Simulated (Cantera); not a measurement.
Charge: 1 mol C₂H₆, 0.017 mol NH₃, held at 101000 Pa.

Method: chemical equilibrium by Gibbs-energy minimisation in Cantera with the NASA 1993 tables (ideal gas, pure condensed phases). Candidate condensed phases: C, C₆H₆, C₇H₈, C₈H₁₈; 110 gas species. Ions and electrons are included (thermal ionisation). Kinetics and transport are ignored.

**Question.** At 5000 K, list the 6 most abundant gas species with their mole fractions, and the condensed phases.

**Answer.** H 0.763, C 0.186, C₂ 0.0234, H₂ 0.0143, C₃ 0.00718, C₂H 0.00245. Condensed: gas only.
